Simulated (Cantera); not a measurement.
Feed: 1 mol MgCO3, 0.17 mol H2S, 0.36 mol CO2, at 900 K and 1.40 bar.

Method: chemical equilibrium by Gibbs-energy minimisation in Cantera with the NASA 1993 tables (ideal gas, pure condensed phases). Candidate condensed phases: C, C6H6, C7H8, C8H18, H2O, H2SO4, Mg, MgCO3, MgO, Mg(OH)2, MgS, MgSO4, S; 130 gas species. Gases not in the tables: S3 to S7. Rates play no part.

Base state: CO2 0.844, H2S 0.0714, H2O 0.0373, COS 0.0224, CO 0.0147, S2 0.00799, H2 0.00150, CS2 0.000142 (mole fractions); condensed: MgO(s).

### Question
What changes in the equilibrium state with this change: temperature from 900 K to 1300 K?

### Answer
```
species        before     after
-----------  --------  --------
CO2             0.844     0.741
CO             0.0147    0.0984
H2O            0.0373    0.0840
H2S            0.0714    0.0156
SO2           7.13e-5    0.0109
S2            0.00799    0.0352
COS            0.0224   0.00782
SO            3.01e-8   7.99e-5
SH            1.05e-6   9.67e-5
S2O           1.51e-5  0.000483
CS2          0.000142   1.96e-5
MgO(s), mol      1.00      1.00
```
